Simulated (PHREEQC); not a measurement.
Make-up at 68 °C: 0.0016 mol/kgw CdCl2, 0.044 mol/kgw Na2SO4 and 0.031 mol/kgw FeSO4. Closed to the air; pH follows from the charge balance.

Computed with PHREEQC (ion-association model, wateq4f.dat).

```
quantity                         before    after
-------------------------------  ------  -------
pH                                 5.69     5.76
ionic strength (mol/kgw)          0.169   0.0205
Na+ (mol/kgw)                    0.0810  0.00862
SO4-2 (mol/kgw)                  0.0482  0.00602
FeSO4 (mol/kgw)                  0.0185  0.00123
Fe+2 (mol/kgw)                   0.0125  0.00186
SI of Melanterite (FeSO4:7H2O)    -2.46    -3.64
SI of Mirabilite (Na2SO4:10H2O)   -4.97    -7.38
```

Q: Which change was made?
(A) diluted 10-fold with water
(B) Na2SO4 from 0.044 to 0.22 mol/kgw
(C) diluted 100-fold with water
(D) CdCl2 replaced by CuCl2 at the same molality
(E) diluted 2-fold with water

A: A, diluted 10-fold with water

Precipitation was switched off in this run. Constants without temperature data keep their 25 °C values here.
